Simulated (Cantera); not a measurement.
# Ignition delay

Mixture: C₃H₈ : O₂ : N₂ = 2.4 : 7.25 : 27.2 (molar parts), at 0.642 atm, adiabatic and at constant volume. Ignition delay is the time to a rise of 400 K.

Cantera simulation using GRI-Mech 3.0 (53 species, 325 reactions); the numbers are that mechanism's predictions, not measurements. GRI-Mech 3.0 was tuned for natural gas; its chemistry of propane as a main component is partial and can be far from experiment.

| T0 (K) | delay (ms) |
|---|---|
| 1150 | 20.8 |
| 1225 | 4.33 |
| 1300 | 1.14 |
| 1375 | 0.383 |
| 1450 | 0.158 |
| 1525 | 0.0783 |
| 1600 | 0.0446 |

The apparent activation energy between 1450 and 1600 K is 160 kJ/mol.
